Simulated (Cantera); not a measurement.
Mixture: CH₄ : H₂ : O₂ : N₂ : H₂O = 1 : 0.05 : 0.964 : 3.63 : 1.5 (molar parts), at 17300 Torr, adiabatic and at constant pressure. Ignition delay is the time to a rise of 400 K.

Cantera simulation using GRI-Mech 3.0 (53 species, 325 reactions); the numbers are that mechanism's predictions, not measurements. The pressure lies above the range GRI-Mech 3.0 was tuned for (to about 10 atm).

Problem. What does this change do: pressure from 17300 Torr to 7500 Torr?

Solution. 
```json
[
 {"quantity": "delay at 1200 K", "before": "1.04 ms", "after": "3.19 ms"},
 {"quantity": "delay at 1275 K", "before": "0.584 ms", "after": "1.85 ms"},
 {"quantity": "delay at 1350 K", "before": "0.345 ms", "after": "1.06 ms"},
 {"quantity": "delay at 1425 K", "before": "0.205 ms", "after": "0.584 ms"},
 {"quantity": "delay at 1500 K", "before": "0.120 ms", "after": "0.311 ms"},
 {"quantity": "delay at 1575 K", "before": "68.3 µs", "after": "0.162 ms"},
 {"quantity": "apparent activation energy between 1425 and 1575 K", "before": "140 kJ/mol", "after": "160 kJ/mol"}
]
```
